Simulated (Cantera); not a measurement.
An isothermal, constant-pressure homogeneous reactor starts with 4.76 % H₂, 95.2 % O₂, at 1273 K and 0.0190 bar.

Computed with Cantera and GRI-Mech 3.0 (53 species, 325 reactions). Radical loss at walls, strong at low pressure, is not modelled. The temperature is held fixed by assumption; the heat of reaction is taken as removed at once.

x: mole fraction; the columns are a selection and need not sum to one.

```tsv
t (s)	x H₂	x O₂	x H₂O₂	x H	x O	x HO₂
0.000100	0.0476	0.952	1.09e-11	1.42e-8	2.43e-8	(withheld)
0.000340	0.0476	0.952	1.24e-10	2.80e-7	6.61e-7	(withheld)
0.00115	0.0350	0.943	1.10e-7	0.00281	0.00637	(withheld)
0.00391	0.000733	0.916	1.04e-7	0.00573	0.0310	(withheld)
0.0133	0.000539	0.926	1.03e-7	0.00349	0.0222	(withheld)
0.0451	0.000224	0.941	8.99e-8	0.000890	0.00886	(withheld)
0.153	4.05e-5	0.949	5.11e-8	6.70e-5	0.00157	(withheld)
0.520	4.90e-6	0.951	1.78e-8	2.83e-6	0.000190	(withheld)
1.77	6.72e-7	0.951	4.85e-9	1.45e-7	2.62e-5	(withheld)
6.00	1.22e-7	0.951	1.28e-9	1.14e-8	4.80e-6	(withheld)
```

Problem. Complete the blanks.

Solution. 
- 0.000100, x HO₂: 2.19e-8
- 0.000340, x HO₂: 7.60e-8
- 0.00115, x HO₂: 3.36e-6
- 0.00391, x HO₂: 3.73e-6
- 0.0133, x HO₂: 3.42e-6
- 0.0451, x HO₂: 2.47e-6
- 0.153, x HO₂: 1.01e-6
- 0.520, x HO₂: 2.25e-7
- 1.77, x HO₂: 4.50e-8
- 6.00, x HO₂: 1.75e-8
